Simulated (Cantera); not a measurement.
A freely propagating, adiabatic, planar premixed flame of 11.2 % CH₄, 18.7 % O₂, 70.1 % N₂, unburnt at 648 K and 5.00 bar; mixture-averaged transport, grid criteria slope 0.08 and curve 0.16, no radiation.

Cantera simulation using GRI-Mech 3.0 (53 species, 325 reactions); the numbers are that mechanism's predictions, not measurements. Burning velocities carry a grid error of a few per cent, more on coarse grids.

**Question.** Predict: laminar burning velocity; thermal thickness; peak x(C₂H₂); peak x(CO); peak x(C₂H₆).

**Answer.** laminar burning velocity: 79.7 cm/s
thermal thickness: 0.0988 mm
peak x(C₂H₂): 0.000753
peak x(CO): 0.0616
peak x(C₂H₆): 0.00127
